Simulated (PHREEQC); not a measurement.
Copper plating or etch bath (model solution)

Dissolve 46 mmol/kgw CuCl2, 2.9 mmol/kgw HCl and 2.5 mmol/kgw Na2SO4 at 25 °C. Closed to the air; pH follows from the charge balance.

Model: ion-association model, phreeqc.dat, run in PHREEQC.

No solid was allowed to form.

### Question
What pH, specific conductance does the model give?

### Answer
pH 2.65; specific conductance 9780 µS/cm.

### Question
In which forms is Cu present?

### Answer
Cu+2 89 %, CuCl+ 8.0 %, CuSO4 2.6 % of the Cu.
